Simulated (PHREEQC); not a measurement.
**Nickel, zinc or cadmium bath (model solution)**

Consider water at 25 °C with 0.48 mol/kgw NiCl2, 0.13 mol/kgw Na2SO4 and 0.029 mol/kgw FeSO4. Closed to the air; pH follows from the charge balance.

Computed with PHREEQC (ion-association model, wateq4f.dat).

No solid was allowed to form.

Q: Estimate the pH.

A: pH 5.61.

Q: In which forms is Cl present?

A: Cl- 70 %, NiCl2 19 %, NiCl+ 10 % of the Cl.

Ionic strength above about 0.7 mol/kgw puts this run outside the model's range. Complexes and solids missing from the database can't appear.
